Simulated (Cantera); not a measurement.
An isothermal, constant-pressure homogeneous reactor starts with H2 : O2 : N2 = 0.1 : 1 : 0.44 (molar parts), at 1000 K and 0.0130 bar.

Cantera simulation using the H2/O2 subset of GRI-Mech 3.0, which has no nitrogen chemistry; the numbers are that mechanism's predictions, not measurements. Radical loss at walls, strong at low pressure, is not modelled. The temperature is held fixed by assumption; the heat of reaction is taken as removed at once.

x: mole fraction; the columns are a selection and need not sum to one.

```
t (s)         x H2   x O2       x O   x H2O2     x HO2     x H2O      x OH
--------  --------  -----  --------  -------  --------  --------  --------
5.00e-6     0.0649  0.649    <1e-12   <1e-12  1.99e-12    <1e-12    <1e-12
1.61e-5     0.0649  0.649    <1e-12   <1e-12  6.43e-12    <1e-12    <1e-12
5.18e-5     0.0649  0.649  2.38e-12   <1e-12  2.07e-11    <1e-12  2.06e-12
0.000167    0.0649  0.649  2.13e-11   <1e-12  6.69e-11  1.21e-11  1.44e-11
0.000537    0.0649  0.649  2.10e-10   <1e-12  2.19e-10  2.64e-10  1.03e-10
0.00173     0.0649  0.649   9.20e-9   <1e-12  9.15e-10   1.81e-8   4.08e-9
0.00557     0.0634  0.648  0.000529        …   3.79e-6   0.00111  0.000232
0.0179     0.00138  0.624    0.0140  1.06e-7   5.92e-6    0.0596   0.00157
0.0578    0.000233  0.635   0.00250  1.12e-7   3.96e-6    0.0662  0.000581
0.186      2.04e-5  0.637  0.000225        …   1.27e-6    0.0670  0.000165
0.599      1.86e-6  0.638   2.28e-5        …   2.47e-7    0.0671   5.29e-5
1.93       2.39e-7  0.638   3.36e-6        …   4.66e-8    0.0671   2.04e-5
6.21       4.36e-8  0.638   6.76e-7        …   1.04e-8    0.0671   9.16e-6
20.0       1.00e-8  0.638   1.64e-7        …   2.71e-9    0.0671   4.51e-6
```

**Question.** Some entries are withheld; supply them.

**Answer.** 
- 0.00557, x H2O2: 4.94e-9
- 0.186, x H2O2: 7.83e-8
- 0.599, x H2O2: 3.49e-8
- 1.93, x H2O2: 1.28e-8
- 6.21, x H2O2: 4.50e-9
- 20.0, x H2O2: 1.54e-9
